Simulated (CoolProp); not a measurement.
The numbers come from the reference Helmholtz-energy equation of state, Zhou 2012 in CoolProp.

### Question
For m-xylene, give the phase and the Z, isothermal compressibility (1/MPa), expansivity (1/kK), Prandtl number at 346.85 °C and 2.04 MPa; 346.85 °C and 4.49 MPa.

### Answer
- 346.85 °C and 2.04 MPa: gas; Z 0.756, isothermal compressibility 0.684, expansivity 4.01, Prandtl number 0.796
- 346.85 °C and 4.49 MPa: supercritical; Z 0.213, isothermal compressibility 0.105, expansivity 10.4, Prandtl number 2.42

Viscosity comes from a separate model (Cao 2016). Thermal conductivity comes from a separate model (Mylona 2014).
